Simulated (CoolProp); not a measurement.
Ammonia at 298.15 K and 0.667 MPa flows at 9 m/s in a round tube of 1 mm bore and 45 µm roughness, fully developed (64/Re and Nu = 3.66 if laminar; Colebrook and Gnielinski if turbulent). Each further row changes one setting.

The numbers come from the reference Helmholtz-energy equation of state, Gao 2020 in CoolProp.

| case | Reynolds number | Darcy friction factor | pressure drop (Pa/m) | heat-transfer coefficient (W/(m² K)) | mass flow (kg/h) |
|---|---|---|---|---|---|
| as stated | 4480 | 0.0733 | 14700 | 826 | 0.126 |
| velocity 18 m/s | 8970 | 0.0708 | 56800 | 1830 | 0.252 |
| diameter 2 mm | 8970 | 0.0547 | 5480 | 708 | 0.504 |

Viscosity comes from a separate model (Fenghour 1995). Thermal conductivity comes from a separate model (Tufeu 1984).
